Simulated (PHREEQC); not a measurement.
A PHREEQC speciation (ion-association model, wateq4f.dat) at 25 °C gives pH 6.24 and these molalities:

```csv
species,mol/kgw
Mn+2,0.104
SO4-2,0.0988
MnSO4,0.0930
Cl-,0.0288
NiSO4,0.00820
Ni+2,0.00761
MnCl+,0.00300
NiCl+,0.000140
Ni(SO4)2-2,3.65e-5
MnCl2,1.54e-5
NiCl2,6.35e-6
HSO4-,1.76e-6
MnOH+,1.76e-6
```

Question: What are the element totals, and what could have been dissolved in 1 kg of water to give them?

Answer: This is not unique; one that fits is totals Cl 0.0320, Mn(2) 0.200, Ni 0.0160, S(6) 0.200 mol/kgw, from 0.2 mol MnSO4 and 0.016 mol NiCl2 per kg of water.

Precipitation was switched off in this run.
